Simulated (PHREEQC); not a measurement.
A solution holds 0.039 mol ZnSO4, 4.1e-05 mol NaCl and 0.00014 mol HCl per kg of water, at 80 °C. Closed to the air; pH follows from the charge balance.

The numbers come from PHREEQC with the ion-association model, wateq4f.dat.

- pH = 4.49
- ionic strength = 0.0807 mol/kgw
- total alkalinity = -0.140 meq/kg

```json
[
 {"species": "Zn+2", "molality": "0.0202", "activity": "0.00781", "log γ": "-0.412"},
 {"species": "SO4-2", "molality": "0.0182", "activity": "0.00660", "log γ": "-0.442"},
 {"species": "ZnSO4", "molality": "0.0170", "activity": "0.0173", "log γ": "0.008"},
 {"species": "Zn(SO4)2-2", "molality": "0.00183", "activity": "0.000649", "log γ": "-0.450"},
 {"species": "Cl-", "molality": "0.000156", "activity": "0.000118", "log γ": "-0.120"},
 {"species": "HSO4-", "molality": "0.000112", "activity": "8.60e-5", "log γ": "-0.113"},
 {"species": "H+", "molality": "3.99e-5", "activity": "3.27e-5", "log γ": "-0.087"},
 {"species": "Na+", "molality": "3.93e-5", "activity": "3.04e-5", "log γ": "-0.111"},
 {"species": "ZnCl+", "molality": "2.52e-5", "activity": "1.93e-5", "log γ": "-0.117"},
 {"species": "ZnOH+", "molality": "1.15e-5", "activity": "8.87e-6", "log γ": "-0.113"},
 {"species": "NaSO4-", "molality": "1.73e-6", "activity": "1.35e-6", "log γ": "-0.107"},
 {"species": "OH-", "molality": "9.88e-9", "activity": "7.47e-9", "log γ": "-0.121"}
]
```

Precipitation was switched off in this run. Complexes and solids missing from the database can't appear. Away from 25 °C the constants follow the database's enthalpies or fits; those with neither stay at their 25 °C values.
